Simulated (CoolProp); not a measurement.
Vapour-liquid equilibrium of R134a (1) + R123 (2) at 301 kPa; x and y are mole fractions of (1).

The numbers come from the multi-fluid Helmholtz-energy mixture model, Tillner-Roth 1994 and Younglove 1994; pair parameters Bell 2016 in CoolProp.

Give the bubble temperature and the first vapour's composition at x = 0.65, 0.8, 0.95. Is there an azeotrope?

x = 0.65: 282.9 K, y = 0.922; x = 0.8: 278.8 K, y = 0.957; x = 0.95: 275.1 K, y = 0.989. No azeotrope shows between x = 0.05 and 0.95.

Pair parameters are fitted to limited data, so mixtures are less certain than the pure fluids.
